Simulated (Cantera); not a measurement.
Feed: 1 mol CH₃SiH₃, 0.41 mol C₂H₂, 270 mol H₂, equilibrated at 975 K.

These are equilibrium values from Cantera (NASA tables, ideal gas, pure condensed phases), not measurements of a reactor. Candidate condensed phases: C, C₆H₆, C₇H₈, C₈H₁₈, Si, SiC; 87 gas species. The feed counts by its element totals alone. Rates play no part.

Q: Which condensed phases are stable at each of these points (P (Pa)): 100, 270, 720, 1900, 5200, 14000, 37000, 100000?

A: 
```
P (Pa)      condensed phases  Si condensed (%)
------  --------------------  ----------------
100     C(graphite) + SiC(s)             100.0
270     C(graphite) + SiC(s)             100.0
720     C(graphite) + SiC(s)             100.0
1900    C(graphite) + SiC(s)             100.0
5200                  SiC(s)             100.0
14000                 SiC(s)             100.0
37000                 SiC(s)             100.0
100000                SiC(s)             100.0
```

From 1.00 mbar to 19.0 mbar the condensed part is C(graphite) + SiC(s). From 52.0 mbar to 1.00 bar the condensed part is SiC(s).
